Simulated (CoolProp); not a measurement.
Vapour-liquid equilibrium of R1234yf (1) + isobutane (2) at 0.0653 MPa; x and y are mole fractions of (1).

The numbers come from the multi-fluid Helmholtz-energy mixture model, Lemmon 2022 and Bücker 2006; pair parameters Bell 2016 in CoolProp.

| x | bubble temperature (K) | y at the bubble point | dew temperature at overall composition x (K) | liquid density (mol/L) |
|---|---|---|---|---|
| 0.05 | 245.0 | 0.254 | 249.7 | 10.52 |
| 0.2 | 237.6 | 0.527 | 246.3 | 10.68 |
| 0.35 | 235.2 | 0.615 | 242.5 | 10.77 |
| 0.5 | 234.1 | 0.668 | 238.4 | 10.86 |
| 0.65 | 233.5 | 0.721 | 234.4 | 10.97 |
| 0.8 | 233.2 | 0.798 | 233.2 | 11.11 |
| 0.95 | 233.7 | 0.932 | 233.8 | 11.26 |

y crosses x between x = 0.65 and 0.8: the model has an azeotrope there.

The pair parameters rest on a limited set of measurements; away from them the model extrapolates.
